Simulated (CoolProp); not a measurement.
Vapour-liquid equilibrium of acetone (1) + p-xylene (2) at 0.831 MPa; x and y are mole fractions of (1).

Values from CoolProp's multi-fluid Helmholtz-energy mixture model, Lemmon 2006 and Zhou 2012; pair parameters Bell 2016.

Question: Give the bubble temperature and the first vapour's composition at x = 0.05, 0.2, 0.5. Is there an azeotrope?

Answer: x = 0.05: 224.3 °C, y = 0.220; x = 0.2: 192.6 °C, y = 0.594; x = 0.5: 161.1 °C, y = 0.843. No azeotrope shows between x = 0.05 and 0.95.

The pair parameters rest on a limited set of measurements; away from them the model extrapolates.
